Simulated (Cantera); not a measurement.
Charge: 1 mol Cu, 0.17 mol NH3, 6.6 mol N2, equilibrated at 10.0 mbar.

Cantera equilibrium calculation (NASA polynomials, part measured and part estimated; ideal gas, pure solids and liquids). Candidate condensed phases: Cu; 11 gas species. Kinetics and transport are ignored.

x: gas mole fraction; n: condensed amount in mol.

```json
[
 {"T (°C)": "552", "x N2": "0.963", "x Cu": "<1e-12", "x H2": "0.0367", "x H": "1.52e-11", "x Cu2": "<1e-12", "x NH3": "1.62e-7", "n Cu(s)": "1.00", "n Cu(l)": "0"},
 {"T (°C)": "652", "x N2": "0.963", "x Cu": "6.02e-11", "x H2": "0.0367", "x H": "4.99e-10", "x Cu2": "<1e-12", "x NH3": "6.87e-8", "n Cu(s)": "1.00", "n Cu(l)": "0"},
 {"T (°C)": "752", "x N2": "0.963", "x Cu": "4.15e-9", "x H2": "0.0367", "x H": "8.35e-9", "x Cu2": "<1e-12", "x NH3": "3.42e-8", "n Cu(s)": "1.00", "n Cu(l)": "0"},
 {"T (°C)": "852", "x N2": "0.963", "x Cu": "1.34e-7", "x H2": "0.0367", "x H": "8.52e-8", "x Cu2": "1.50e-12", "x NH3": "1.92e-8", "n Cu(s)": "1.000", "n Cu(l)": "0"},
 {"T (°C)": "952", "x N2": "0.963", "x Cu": "?", "x H2": "0.0367", "x H": "?", "x Cu2": "?", "x NH3": "?", "n Cu(s)": "1.000", "n Cu(l)": "0"},
 {"T (°C)": "1052", "x N2": "0.963", "x Cu": "2.81e-5", "x H2": "0.0367", "x H": "3.13e-6", "x Cu2": "2.93e-9", "x NH3": "7.77e-9", "n Cu(s)": "1.000", "n Cu(l)": "0"},
 {"T (°C)": "1152", "x N2": "0.963", "x Cu": "?", "x H2": "0.0367", "x H": "?", "x Cu2": "?", "x NH3": "?", "n Cu(s)": "0", "n Cu(l)": "0.998"},
 {"T (°C)": "1252", "x N2": "0.962", "x Cu": "0.00124", "x H2": "0.0367", "x H": "4.53e-5", "x Cu2": "5.71e-7", "x NH3": "3.96e-9", "n Cu(s)": "0", "n Cu(l)": "0.991"},
 {"T (°C)": "1352", "x N2": "0.958", "x Cu": "0.00571", "x H2": "0.0365", "x H": "0.000135", "x Cu2": "4.69e-6", "x NH3": "2.98e-9", "n Cu(s)": "0", "n Cu(l)": "0.960"},
 {"T (°C)": "1452", "x N2": "0.942", "x Cu": "0.0219", "x H2": "0.0358", "x H": "0.000351", "x Cu2": "2.99e-5", "x NH3": "2.25e-9", "n Cu(s)": "0", "n Cu(l)": "0.844"},
 {"T (°C)": "1552", "x N2": "0.893", "x Cu": "0.0720", "x H2": "0.0337", "x H": "0.000808", "x Cu2": "0.000154", "x NH3": "1.62e-9", "n Cu(s)": "0", "n Cu(l)": "0.459"},
 {"T (°C)": "1652", "x N2": "0.841", "x Cu": "0.125", "x H2": "0.0313", "x H": "0.00169", "x Cu2": "0.000239", "x NH3": "1.16e-9", "n Cu(s)": "0", "n Cu(l)": "0"}
]
```

Q: What belongs in the gaps?

A: 
- 952, x Cu: 2.42e-6
- 952, x H: 5.97e-7
- 952, x Cu2: 9.11e-11
- 952, x NH3: 1.18e-8
- 1152, x Cu: 0.000217
- 1152, x H: 1.31e-5
- 1152, x Cu2: 5.10e-8
- 1152, x NH3: 5.43e-9
